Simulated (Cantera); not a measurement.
An adiabatic, constant-volume homogeneous reactor starts with CH₄ : O₂ : N₂ = 1 : 1 : 3.76 (molar parts), equivalence ratio 2.0, at 1800 K and 1730 Torr. Integrator tolerance rtol = 1e-08.

Model: GRI-Mech 3.0 (53 species, 325 reactions), integrated in Cantera.

Problem. What does this change do: constant pressure in place of constant volume?

Solution. 
```tsv
quantity	before	after
time of steepest temperature rise	57.8 µs	63.8 µs
temperature at 0.800 s	2958 K	2737 K
equilibrium temperature	2958 K	2737 K
x(CH₄) at 0.800 s	5.22e-11 (gas-phase equilibrium 5.88e-11)	2.77e-11 (gas-phase equilibrium 3.12e-11)
x(O₂) at 0.800 s	0.000217 (gas-phase equilibrium 0.000217)	8.26e-5 (gas-phase equilibrium 8.26e-5)
x(HO₂) at 0.800 s	3.63e-7 (gas-phase equilibrium 3.63e-7)	9.69e-8 (gas-phase equilibrium 9.69e-8)
x(C₂H) at 0.800 s	<1e-12 (gas-phase equilibrium <1e-12)	<1e-12 (gas-phase equilibrium <1e-12)
x(OH) at 0.800 s	0.00659 (gas-phase equilibrium 0.00659)	0.00366 (gas-phase equilibrium 0.00366)
```

Problem. What does this change do: N2 3.76 to 7.2 parts?

Solution. 
```tsv
quantity	before	after
time of steepest temperature rise	57.8 µs	92.7 µs
temperature at 0.800 s	2958 K	2691 K
equilibrium temperature	2958 K	2691 K
x(CH₄) at 0.800 s	5.22e-11 (gas-phase equilibrium 5.88e-11)	2.72e-11 (gas-phase equilibrium 3.04e-11)
x(O₂) at 0.800 s	0.000217 (gas-phase equilibrium 0.000217)	3.41e-5 (gas-phase equilibrium 3.41e-5)
x(HO₂) at 0.800 s	3.63e-7 (gas-phase equilibrium 3.63e-7)	4.20e-8 (gas-phase equilibrium 4.20e-8)
x(C₂H) at 0.800 s	<1e-12 (gas-phase equilibrium <1e-12)	<1e-12 (gas-phase equilibrium <1e-12)
x(OH) at 0.800 s	0.00659 (gas-phase equilibrium 0.00659)	0.00187 (gas-phase equilibrium 0.00187)
```
